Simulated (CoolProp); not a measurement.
Vapour-liquid equilibrium of R113 (1) + ethanol (2) at 173.95 °C; x and y are mole fractions of (1).

Model: multi-fluid Helmholtz-energy mixture model, Marx 1992 and Schroeder 2014; pair parameters Bell 2016, in CoolProp.

Task: Give the bubble pressure and the first vapour's composition at x = 0.125, 0.5, 0.725. Is there an azeotrope?

Result: x = 0.125: 2180 kPa, y = 0.247; x = 0.5: 2548 kPa, y = 0.507; x = 0.725: 2446 kPa, y = 0.652. y crosses x between x = 0.5 and 0.575: the model has an azeotrope there.

The pair parameters rest on a limited set of measurements; away from them the model extrapolates.
